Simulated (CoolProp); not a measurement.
Vapour-liquid equilibrium of methanol (1) + ethanol (2) at 0.595 MPa; x and y are mole fractions of (1).

Model: multi-fluid Helmholtz-energy mixture model, de Reuck 1993 and Schroeder 2014; pair parameters Bell 2016, in CoolProp.

| x | bubble temperature, mixture model (°C) | bubble temperature, Raoult's law (°C) | y, mixture model | y, Raoult's law |
|---|---|---|---|---|
| 0.05 | 130.5 | 130.5 | 0.069 | 0.072 |
| 0.125 | 129.3 | 129.3 | ___ | 0.174 |
| 0.2 | 128.2 | 128.1 | 0.258 | 0.269 |
| 0.275 | 127.2 | 127.0 | 0.344 | 0.359 |
| 0.35 | 126.1 | 125.9 | 0.426 | 0.444 |
| 0.425 | ___ | 124.8 | 0.505 | 0.523 |
| 0.5 | 124.1 | 123.8 | ___ | 0.598 |
| 0.575 | 123.2 | 122.7 | 0.653 | 0.668 |
| 0.65 | 122.2 | 121.7 | ___ | 0.735 |
| 0.725 | 121.1 | 120.8 | 0.789 | 0.798 |
| 0.8 | 120.1 | 119.8 | 0.852 | 0.857 |
| 0.875 | 119.1 | 118.9 | 0.911 | 0.913 |
| 0.95 | 118.1 | 118.0 | 0.966 | 0.966 |

Question: Some entries are withheld; supply them.

Answer: 
- 0.125, y, mixture model: 0.166
- 0.425, bubble temperature, mixture model (°C): 125.1
- 0.5, y, mixture model: 0.581
- 0.65, y, mixture model: 0.723

The largest gap from Raoult's law is +0.5 K in bubble temperature, at x = 0.65. No azeotrope shows between x = 0.05 and 0.95.

The pair parameters rest on a limited set of measurements; away from them the model extrapolates.
